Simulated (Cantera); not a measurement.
Mixture: CH4 : C2H6 : O2 : N2 = 1 : 0.22 : 2.31 : 9.7 (molar parts), equivalence ratio 1.2, at 18.0 bar, adiabatic and at constant volume. Ignition delay is the time to a rise of 400 K.

Detailed kinetics in Cantera: GRI-Mech 3.0 (53 species, 325 reactions). The pressure lies above the range GRI-Mech 3.0 was tuned for (to about 10 atm).

### Question
At T0 = 1650 K, what is the delay, and which 6 reactions control it most (d ln τ / d ln k, from doubling and halving each rate constant)?

### Answer
The delay is 7.36 µs.
```tsv
reaction	d ln τ / d ln k	faster rate
H + O2 <=> O + OH	-0.45	shortens it
CH3 + HO2 <=> CH3O + OH	-0.40	shortens it
CH4 + H <=> CH3 + H2	0.23	lengthens it
CH4 + OH <=> CH3 + H2O	0.17	lengthens it
CH3 + O2 <=> CH3O + O	-0.14	shortens it
C2H5 + O2 <=> C2H4 + HO2	-0.13	shortens it
```
